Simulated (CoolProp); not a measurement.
A single-stage vapour-compression cycle with the fluid: evaporating at 283.15 K (dew point), condensing at 323.15 K (bubble point), superheat 5 K, subcooling 0 K, compressor efficiency 0.75, no pressure losses. The same conditions are run with several fluids, on thermodynamics alone (safety and materials aside).

Values from CoolProp's reference Helmholtz-energy equation of state of each fluid (n-butane: Bücker 2006; R1336mzz(E): Akasaka 2023; n-pentane: Thol 2019; propyne: Polt 1992; carbonyl sulfide: Lemmon 2006; isobutane: Bücker 2006). The equations of Platzer and Polt are older, rougher fits.

```json
[
 {"fluid": "n-butane", "cooling COP": "4.43", "pressure ratio": "3.34", "discharge temperature (K)": "331.3", "refrigerating effect (kJ/kg)": "286", "volumetric capacity (kJ/m³)": "1080"},
 {"fluid": "R1336mzz(E)", "cooling COP": "___", "pressure ratio": "___", "discharge temperature (K)": "325.3", "refrigerating effect (kJ/kg)": "106", "volumetric capacity (kJ/m³)": "845"},
 {"fluid": "n-pentane", "cooling COP": "4.53", "pressure ratio": "4.21", "discharge temperature (K)": "328.8", "refrigerating effect (kJ/kg)": "292", "volumetric capacity (kJ/m³)": "340"},
 {"fluid": "propyne", "cooling COP": "___", "pressure ratio": "3.07", "discharge temperature (K)": "351.9", "refrigerating effect (kJ/kg)": "397", "volumetric capacity (kJ/m³)": "2650"},
 {"fluid": "carbonyl sulfide", "cooling COP": "___", "pressure ratio": "2.62", "discharge temperature (K)": "368.8", "refrigerating effect (kJ/kg)": "209", "volumetric capacity (kJ/m³)": "5140"},
 {"fluid": "isobutane", "cooling COP": "4.32", "pressure ratio": "3.10", "discharge temperature (K)": "330.2", "refrigerating effect (kJ/kg)": "254", "volumetric capacity (kJ/m³)": "1460"}
]
```

Q: Complete the blanks.

A: 
- R1336mzz(E), cooling COP: 4.20
- R1336mzz(E), pressure ratio: 3.90
- propyne, cooling COP: 4.54
- carbonyl sulfide, cooling COP: 4.27
